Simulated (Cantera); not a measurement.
A perfectly stirred reactor is fed with CH4 : CO : O2 : N2 : H2O = 1 : 1.4 : 3.65 : 13.7 : 3.1 (molar parts), equivalence ratio 0.74, at 1500000 Pa; it is adiabatic with a 775 K inlet, and is followed from long to short residence time, starting on the burning branch (τ in s: 0.064, 0.029, 0.013, 0.006, 0.0027, 0.0012, 0.00056, 0.00025, 0.00011, 5.2e-05, 2.3e-05, 1.1e-05, 4.8e-06).

Model: GRI-Mech 3.0 (53 species, 325 reactions), integrated in Cantera. The pressure lies above the range GRI-Mech 3.0 was tuned for (to about 10 atm).

Q: What does this change do: CH4 1 to 1.3 parts?

A: 
```json
[
 {"quantity": "blow-out, bracketed by the residence times tried", "before": "burning at 52.0 µs, out at 23.0 µs", "after": "burning at 23.0 µs, out at 11.0 µs"},
 {"quantity": "x(CH4) at τ = 64.0 ms", "before": "5.67e-7", "after": "3.92e-7"},
 {"quantity": "x(CO) at τ = 64.0 ms", "before": "0.000499", "after": "0.00297"},
 {"quantity": "x(O2) at τ = 64.0 ms", "before": "0.0422", "after": "0.0154"},
 {"quantity": "x(H) at τ = 64.0 ms", "before": "1.35e-5", "after": "8.72e-5"},
 {"quantity": "x(OH) at τ = 64.0 ms", "before": "0.00186", "after": "0.00313"},
 {"quantity": "x(CH4) at τ = 0.560 ms", "before": "4.35e-5", "after": "3.34e-5"},
 {"quantity": "x(CO) at τ = 0.560 ms", "before": "0.00291", "after": "0.00613"},
 {"quantity": "x(O2) at τ = 0.560 ms", "before": "0.0439", "after": "0.0186"},
 {"quantity": "x(H) at τ = 0.560 ms", "before": "5.51e-5", "after": "0.000194"},
 {"quantity": "x(OH) at τ = 0.560 ms", "before": "0.00248", "after": "0.00379"}
]
```
